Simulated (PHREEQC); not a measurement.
# Brine (model solution)

Consider water at 25 °C with 0.13 mol/kgw LiCl, 0.00062 mol/kgw NaHCO3 and 0.0046 mol/kgw KBr. Closed to the air; pH follows from the charge balance.

Equilibrium calculation in PHREEQC: ion-association model, phreeqc.dat.

Each row changes one thing in this solution. Precipitation was switched off in this run.

| case | pH | ionic strength (mol/kgw) |
|---|---|---|
| as made | 8.06 | 0.135 |
| NaHCO3 left out | 6.98 | 0.135 |
| 0.17 mol/kgw AlCl3 added | [?] | 1.15 |
| temperature from 25 to 80 °C | [?] | 0.135 |
| LiCl left out | 8.21 | 0.00523 |
| diluted 100-fold with water | 7.55 | [?] |
| KBr from 0.0046 to 0.046 mol/kgw | 8.04 | [?] |

Question: Some entries are withheld; supply them.

Answer: 
- 0.17 mol/kgw AlCl3 added, pH: 3.31
- temperature from 25 to 80 °C, pH: 7.65
- diluted 100-fold with water, ionic strength (mol/kgw): 0.00135
- KBr from 0.0046 to 0.046 mol/kgw, ionic strength (mol/kgw): 0.177

The ionic strength passes 0.7 mol/kgw, the rough limit of the ion-association models, in 0.17 mol/kgw AlCl3 added. Species that the database lacks are ignored. Constants without temperature data keep their 25 °C values here.
